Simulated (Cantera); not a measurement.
Input: 1 mol SiF₄, a varied amount of HCl, 570 mol H₂, 0.09 mol C₂H₂, held at 2475 K and 2.10 Torr.

Equilibrium computed with Cantera from the NASA thermochemical tables; the gas is ideal and each condensed phase is pure. Candidate condensed phases: C, C₆H₆, C₇H₈, C₈H₁₈, Si, SiC; 143 gas species. The tables' values for SiF are old estimates; treat these amounts as uncertain. Kinetics and transport are ignored.

Problem. At 0.27 mol HCl, list the 5 most abundant gas species with their mole fractions, and the condensed phases.

Solution. H₂ 0.650, H 0.343, HF 0.00576, Si 0.00140, HCl 0.000284. Condensed: gas only.
